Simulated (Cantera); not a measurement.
A perfectly stirred reactor is fed with CH₄ : O₂ : N₂ = 1 : 1.54 : 5.78 (molar parts), at 9.80 bar; it is adiabatic with a 448 K inlet, and is followed from long to short residence time, starting on the burning branch (τ in s: 0.067, 0.033, 0.017, 0.0083, 0.0041, 0.002, 0.001, 0.00051, 0.00025, 0.00013, 6.2e-05).

Cantera simulation using GRI-Mech 3.0 (53 species, 325 reactions); the numbers are that mechanism's predictions, not measurements.

What does this change do: CH4 1 to 0.67 parts?


```csv
quantity,before,after
"blow-out, bracketed by the residence times tried","burning at 0.130 ms, out at 62.0 µs","burning at 62.0 µs, the shortest tried"
x(CH₄) at τ = 67.0 ms,9.22e-5,1.07e-6
x(O₂) at τ = 67.0 ms,4.19e-5,0.0243
x(HO₂) at τ = 67.0 ms,1.67e-8,2.85e-6
x(C₂H₆) at τ = 67.0 ms,3.59e-9,1.53e-12
x(C₂H₄) at τ = 67.0 ms,4.27e-8,2.86e-11
x(CH₄) at τ = 2.00 ms,0.00120,2.64e-5
x(O₂) at τ = 2.00 ms,0.000979,0.0258
x(HO₂) at τ = 2.00 ms,4.52e-7,4.40e-6
x(C₂H₆) at τ = 2.00 ms,9.74e-7,8.51e-10
x(C₂H₄) at τ = 2.00 ms,1.02e-5,1.50e-8
```

What does this change do: 0.34 parts CO2 added?


```
quantity                                                                       before                                 after
------------------------------------------------  -----------------------------------  ------------------------------------
blow-out, bracketed by the residence times tried  burning at 0.130 ms, out at 62.0 µs  burning at 0.250 ms, out at 0.130 ms
x(CH₄) at τ = 67.0 ms                                                         9.22e-5                              0.000184
x(O₂) at τ = 67.0 ms                                                          4.19e-5                               7.77e-5
x(HO₂) at τ = 67.0 ms                                                         1.67e-8                               2.63e-8
x(C₂H₆) at τ = 67.0 ms                                                        3.59e-9                               1.75e-8
x(C₂H₄) at τ = 67.0 ms                                                        4.27e-8                               1.72e-7
x(CH₄) at τ = 2.00 ms                                                         0.00120                               0.00185
x(O₂) at τ = 2.00 ms                                                         0.000979                               0.00177
x(HO₂) at τ = 2.00 ms                                                         4.52e-7                               8.20e-7
x(C₂H₆) at τ = 2.00 ms                                                        9.74e-7                               3.22e-6
x(C₂H₄) at τ = 2.00 ms                                                        1.02e-5                               2.66e-5
```

What does this change do: 0.09 parts H2 added?


| quantity | before | after |
|---|---|---|
| blow-out, bracketed by the residence times tried | burning at 0.130 ms, out at 62.0 µs | burning at 0.130 ms, out at 62.0 µs |
| x(CH₄) at τ = 67.0 ms | 9.22e-5 | 0.000130 |
| x(O₂) at τ = 67.0 ms | 4.19e-5 | 4.24e-5 |
| x(HO₂) at τ = 67.0 ms | 1.67e-8 | 1.67e-8 |
| x(C₂H₆) at τ = 67.0 ms | 3.59e-9 | 6.05e-9 |
| x(C₂H₄) at τ = 67.0 ms | 4.27e-8 | 6.96e-8 |
| x(CH₄) at τ = 2.00 ms | 0.00120 | 0.00162 |
| x(O₂) at τ = 2.00 ms | 0.000979 | 0.00104 |
| x(HO₂) at τ = 2.00 ms | 4.52e-7 | 4.78e-7 |
| x(C₂H₆) at τ = 2.00 ms | 9.74e-7 | 1.50e-6 |
| x(C₂H₄) at τ = 2.00 ms | 1.02e-5 | 1.52e-5 |
